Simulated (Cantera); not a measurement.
What does this Cantera script print?

```python
import numpy as np
import cantera as ct

gas_names = """
    Br Br2 H HBr H2 Si SiBr SiBr2 SiBr3 SiBr4 SiH SiHBr3 SiH2 SiH2Br2 SiH3 SiH3Br SiH4 Si2 Si3
""".split()
cond_names = """
    Br2(cr) Br2(L) Si(cr) Si(L)
""".split()


# ... load() reads the species with a 1 bar reference pressure and builds the phases ...
atoms = {
    'Si': {'Si': 1},
    'Br2': {'Br': 2},
    'H2': {'H': 2},
}
top_T = {}  # K; cautious upper limits of use, not melting points


# ... equilibrate(T, P, feed) seeds the gas with the atoms and calls Mixture.equilibrate('TP', solver="vcs", rtol=1e-11, max_steps=5000) ...
results = []
feed = {'Si': 1, 'Br2': 3.4, 'H2': 5.4}  # mol
T = 573  # K
P = 360  # Pa
mix = equilibrate(T, P, feed)
results.append((T, P, feed, dict(zip(mix.species_names, mix.species_moles))))
print(gas.report(threshold=0.0001))
for i in range(1, mix.n_phases):
    print(f"{mix.phase(i).name:16s} {mix.phase_moles(i):12.5e} mol")
```

Output:

```
       temperature   573 K
          pressure   360 Pa
           density   0.0056413 kg/m^3
  mean mol. weight   74.656 kg/kmol
   phase of matter   gas

                          1 kg             1 kmol
                     ---------------   ---------------
          enthalpy       -7.4673e+05       -5.5748e+07  J
   internal energy       -8.1055e+05       -6.0512e+07  J
           entropy            3576.5        2.6701e+05  J/K
    Gibbs function       -2.7961e+06       -2.0874e+08  J
 heat capacity c_p            523.65             39094  J/K
 heat capacity c_v            412.28             30779  J/K

                      mass frac. Y      mole frac. X     chem. pot. / RT
                     ---------------   ---------------   ---------------
               HBr           0.38906           0.35898           -38.809
                H2          0.013848           0.51282           -22.621
             SiBr4           0.59709            0.1282           -142.61
     [  +16 minor]        4.6334e-06        1.2869e-06

Br2(L)            0.00000e+00 mol
Si(cr)            0.00000e+00 mol
```

Method: chemical equilibrium by Gibbs-energy minimisation in Cantera with the NASA 1993 tables (ideal gas, pure condensed phases).
